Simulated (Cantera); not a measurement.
Source: NASA polynomial tables (part measured, part estimated), evaluated in Cantera. Values are per mole of reaction as written; species without (g) are pure solids or liquids, kept so even where they would boil at 1 bar.

4 F₂(g) + MgS ⇌ SF₆(g) + MgF₂, with ΔH° = -1999.0 kJ and ΔS° = -512.8 J/K at 300 K.

Question: How far is the shortcut ΔG° ≈ ΔH°(300 K) − T·ΔS°(300 K) from the full temperature-dependent value at 1948, 1973, 1998, 2023, 2048, 2073, 2098, 2123, 2148, 2173, 2198 K?

Answer: 
```tsv
T (K)	shortcut (kJ)	full (kJ)	difference (kJ)	difference in log10 K	condensed phases
1948	-1000.2	-1049.0	48.8	-1.31	MgS(s), MgF₂(l)
1973	-987.3	-1038.1	50.8	-1.34	MgS(s), MgF₂(l)
1998	-974.5	-1027.3	52.8	-1.38	MgS(s), MgF₂(l)
2023	-961.7	-1016.5	54.8	-1.41	MgS(s), MgF₂(l)
2048	-948.9	-1005.6	56.8	-1.45	MgS(s), MgF₂(l)
2073	-936.1	-994.8	58.8	-1.48	MgS(s), MgF₂(l)
2098	-923.2	-984.1	60.8	-1.51	MgS(s), MgF₂(l)
2123	-910.4	-973.3	62.9	-1.55	MgS(s), MgF₂(l)
2148	-897.6	-962.5	64.9	-1.58	MgS(s), MgF₂(l)
2173	-884.8	-951.8	67.0	-1.61	MgS(s), MgF₂(l)
2198	-872.0	-941.0	69.1	-1.64	MgS(s), MgF₂(l)
```
The shortcut ignores heat capacities and the phase changes listed.
